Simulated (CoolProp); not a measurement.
Vapour pressure (bar) of R245ca: the reference equation beside estimates from Tc = 174.4 °C, pc = 39.41 bar, ω = 0.355. Clausius-Clapeyron is anchored at -1.75 °C with a constant enthalpy of vaporisation of 29.39 kJ/mol.

Computed with CoolProp (reference Helmholtz-energy equation of state, Zhou 2016).

| T (°C) | reference | Lee-Kesler | Clausius-Clapeyron |
|---|---|---|---|
| -21.95 | 0.1057 | 0.1054 | 0.1100 |
| -17.95 | 0.1333 | 0.1327 | 0.1371 |
| -13.85 | 0.1677 | 0.1666 | 0.1707 |
| -9.85 | 0.2079 | 0.2064 | 0.2100 |
| -5.85 | 0.2556 | 0.2537 | 0.2567 |
| -1.75 | 0.3135 | 0.3111 | 0.3135 |
| 2.25 | 0.3798 | 0.3770 | 0.3788 |
| 6.35 | 0.4591 | 0.4559 | 0.4573 |
| 10.35 | 0.5487 | 0.5452 | 0.5466 |
| 14.45 | 0.6546 | 0.6509 | 0.6529 |
| 18.45 | 0.7730 | 0.7692 | 0.7729 |
| 22.55 | 0.9114 | 0.9078 | 0.9143 |
| 26.55 | 1.065 | 1.061 | 1.072 |

Absolute difference from the reference over all 13 rows, mean and median: Lee-Kesler 0.6 and 0.6 %, Clausius-Clapeyron 1.0 and 0.4 %.
